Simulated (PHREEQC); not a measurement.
Dissolve 0.21 mol/kgw FeSO4, 0.0018 mol/kgw MgSO4 and 0.0018 mol/kgw H2SO4 at 65 °C. Closed to the air; pH follows from the charge balance.

The numbers come from PHREEQC with the ion-association model, wateq4f.dat.

Problem. The ionic strength comes out as 0.342 mol/kgw. What activity coefficients do HSO4-, FeHSO4+, Mg+2, H+, SO4-2 get?

Solution. HSO4- 0.67, FeHSO4+ 0.71, Mg+2 0.28, H+ 0.76, SO4-2 0.22.

Precipitation was switched off in this run. At this temperature some constants are extrapolated from 25 °C, and those without enthalpy data are left unchanged.
